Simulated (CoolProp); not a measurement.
A Linde-Hampson liquefier for nitrogen: isothermal reversible compression at 290 K from 1 atm to 5 MPa, throttling to 1 atm, return gas leaving the recuperator 5 K below the feed. Each further row changes one setting.

Computed with CoolProp (reference Helmholtz-energy equation of state, Span 2000).

```tsv
case	liquid yield per pass	compression work (kJ/kg of gas)
as stated	0.014	335
high pressure 10 MPa	0.038	394
warm-end temperature 320 K	0.008	370
warm-end gap 10 K	0.002	335
```
